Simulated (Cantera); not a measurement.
Charge: 1 mol Si3H8, 0.041 mol Cl2, 54 mol N2, held at 1450 °C and 0.100 bar.

Method: chemical equilibrium by Gibbs-energy minimisation in Cantera with the NASA 1993 tables (ideal gas, pure condensed phases). Candidate condensed phases: NH4Cl, Si, Si3N4; 28 gas species. The feed counts by its element totals alone. Kinetics and transport are ignored.

Base state: N2 0.928, H2 0.0706, HCl 0.00144, H 0.000153 (mole fractions); condensed: Si3N4(s).

Question: What changes in the equilibrium state with this change: Cl2 from 0.041 to 0.0066 mol?

Answer: 
```tsv
species	before	after
N2	0.928	0.928
H2	0.0706	0.0712
HCl	0.00144	0.000235
H	0.000153	0.000154
Si3N4(s), mol	1.000	1.000
```
